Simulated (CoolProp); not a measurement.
A Linde-Hampson liquefier for carbon monoxide: isothermal reversible compression at 230 K from 1 atm to 30 MPa, throttling to 1 atm, return gas leaving the recuperator 0 K below the feed. Each further row changes one setting.

The numbers come from the reference Helmholtz-energy equation of state, Lemmon 2006 in CoolProp. It is a short technical equation, of lower accuracy than the large ones.

| case | liquid yield per pass | compression work (kJ/kg of gas) |
|---|---|---|
| as stated | … | 376 |
| high pressure 60 MPa | … | … |
| warm-end temperature 260 K | … | … |
| warm-end gap 5 K | … | 376 |

Task: Fill in the missing entries.

Result: 
- as stated, liquid yield per pass: 0.205
- high pressure 60 MPa, liquid yield per pass: 0.189
- high pressure 60 MPa, compression work (kJ/kg of gas): 438
- warm-end temperature 260 K, liquid yield per pass: 0.151
- warm-end temperature 260 K, compression work (kJ/kg of gas): 434
- warm-end gap 5 K, liquid yield per pass: 0.194
